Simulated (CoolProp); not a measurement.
A closed Brayton cycle with carbon dioxide: compressor inlet 324.15 K and 8.9 MPa, high pressure 25.8 MPa, turbine inlet 800 K, compressor efficiency 0.89, turbine efficiency 0.9, recuperator effectiveness 0.95 (on enthalpy, no pinch check). Each further row changes one setting.

Values from CoolProp's reference Helmholtz-energy equation of state, Span 1996.

```json
[
 {"case": "as stated", "thermal efficiency (%)": "…", "net work (kJ/kg)": "84.6", "compressor to turbine work": "0.37", "compressor exit (K)": "406.0", "turbine exit (K)": "675.1"},
 {"case": "turbine inlet 750 K", "thermal efficiency (%)": "33.4", "net work (kJ/kg)": "…", "compressor to turbine work": "0.40", "compressor exit (K)": "406.0", "turbine exit (K)": "…"},
 {"case": "compressor inlet 334.15 K", "thermal efficiency (%)": "34.3", "net work (kJ/kg)": "…", "compressor to turbine work": "0.43", "compressor exit (K)": "…", "turbine exit (K)": "675.1"},
 {"case": "high pressure 21.9 MPa", "thermal efficiency (%)": "35.2", "net work (kJ/kg)": "…", "compressor to turbine work": "0.35", "compressor exit (K)": "…", "turbine exit (K)": "693.8"},
 {"case": "recuperator effectiveness 0.5", "thermal efficiency (%)": "22.4", "net work (kJ/kg)": "84.6", "compressor to turbine work": "0.37", "compressor exit (K)": "406.0", "turbine exit (K)": "675.1"}
]
```

### Question
Fill in the missing entries.

### Answer

- as stated, thermal efficiency (%): 35.7
- turbine inlet 750 K, net work (kJ/kg): 74.8
- turbine inlet 750 K, turbine exit (K): 629.6
- compressor inlet 334.15 K, net work (kJ/kg): 77.0
- compressor inlet 334.15 K, compressor exit (K): 424.9
- high pressure 21.9 MPa, net work (kJ/kg): 74.9
- high pressure 21.9 MPa, compressor exit (K): 393.2
